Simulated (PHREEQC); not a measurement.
A made-up water analysis in mg/L, 25 °C, pH 6.99, pe -0.3:

| constituent | mg/L |
|---|---|
| Na | 1.97 |
| K | 1.73 |
| Ca | 0.498 |
| Mg | 0.0107 |
| Cl | 3.58 |
| S(6) as SO4 | 0.442 |
| Alkalinity as HCO3 | 2.62 |
| N(-3) as NH4 | 0.00302 |

Valence states are taken as typed.

Model: ion-association model, phreeqc.dat, run in PHREEQC.

No solid was allowed to form.

Q: Predict the charge-balance error.

A: charge-balance error 0.9 %.

Q: In which forms is C present?

A: HCO3- 81 %, CO2 18 % of the C.
